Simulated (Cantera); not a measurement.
A Cantera script and its output.

```python
import numpy as np
import cantera as ct

gas = ct.Solution("gri30.yaml")
gas.TPX = 348, 101325, {'CH4': 1, 'O2': 1.67, 'N2': 6.27, 'H2': 0.033}
inlet = ct.Reservoir(gas, clone=True)
gas.equilibrate("HP")  # start burning
reactor = ct.IdealGasConstPressureReactor(gas, energy="on", clone=False)
exhaust = ct.Reservoir(gas, clone=True)
tau = [0.026, 0.011, 0.0044, 0.0018, 0.00076, 0.00031, 0.00013, 5.4e-05, 2.2e-05, 9.3e-06][0]
for a, b in ((inlet, reactor), (reactor, exhaust)):
    ct.MassFlowController(a, b, mdot=lambda t: reactor.mass / tau)
net = ct.ReactorNet([reactor])
show = ['CH4', 'O2', 'CH2', 'CH2O', 'NO']

rows = []
print(f"{'tau/s':>10s}{'T/K':>9s}" + "".join(f"{s:>11s}" for s in show))
for tau in [0.026, 0.011, 0.0044, 0.0018, 0.00076, 0.00031, 0.00013, 5.4e-05, 2.2e-05, 9.3e-06]:
    net.initial_time = 0.0
    net.advance(30 * tau)
    before = gas.X
    net.advance(40 * tau)
    drift = np.max(np.abs(gas.X - before) / (gas.X + 1e-9))
    rows.append([gas.T, *gas[show].X, drift])
    print(f"{tau:10.3e}{gas.T:9.1f}" + "".join(f"{x:11.3e}" for x in gas[show].X))
```

It prints:

```
     tau/s      T/K        CH4         O2        CH2       CH2O         NO
 2.600e-02   2134.6  2.265e-05  5.644e-04  9.293e-07  2.157e-06  3.516e-04
 1.100e-02   2118.0  3.471e-05  9.769e-04  1.578e-06  3.592e-06  3.559e-04
 4.400e-03   2093.4  5.880e-05  1.698e-03  2.696e-06  6.265e-06  3.344e-04
 1.800e-03   2061.6  1.068e-04  2.796e-03  4.519e-06  1.119e-05  2.878e-04
 7.600e-04   2023.9  2.078e-04  4.396e-03  7.638e-06  2.085e-05  2.274e-04
 3.100e-04   1976.5  4.716e-04  7.162e-03  1.419e-05  4.432e-05  1.600e-04
 1.300e-04   1905.7  1.384e-03  1.361e-02  3.008e-05  1.162e-04  8.681e-05
 5.400e-05    348.0  1.114e-01  1.861e-01 -2.701e-33 -4.089e-17 -1.934e-18
 2.200e-05    348.0  1.114e-01  1.861e-01 -5.710e-33 -6.041e-18 -2.857e-19
 9.300e-06    348.0  1.114e-01  1.861e-01 -2.270e-36 -3.014e-21 -1.426e-22
```

Cantera simulation using GRI-Mech 3.0 (53 species, 325 reactions); the numbers are that mechanism's predictions, not measurements.
